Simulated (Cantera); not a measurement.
## Ta(OEt)5 + H2O + H2 (tantalum, niobium, vanadium and zirconium in process gases)

Input: 1 mol Ta(OEt)5, 0.75 mol H2O, 26 mol H2, held at 1798 K and 0.00170 bar.

Method: chemical equilibrium by Gibbs-energy minimisation in Cantera with the NASA 1993 tables (ideal gas, pure condensed phases). Candidate condensed phases: C, C6H6, C7H8, C8H18, H2O, Ta, TaC, Ta2O5; 113 gas species. The feed counts by its element totals alone. TaC: taken at fixed stoichiometry. Condensed phases not in the tables: Ta2C. Kinetics and transport are ignored.

| Item | Value |
|---|---|
| x(H2) | 0.865 |
| x(CO) | 0.127 |
| x(H) | 0.00794 |
| x(C2H2 (acetylene)) | 0.000149 |
| n(C(graphite)) | 3.24 mol |
| n(TaC(s)) | 1.00 mol |
| gas amount | 45.18 mol |
| log10 activity of Ta(s) (absent) | -4.07 |
| log10 activity of Ta2O5(s) (absent) | -28.34 |
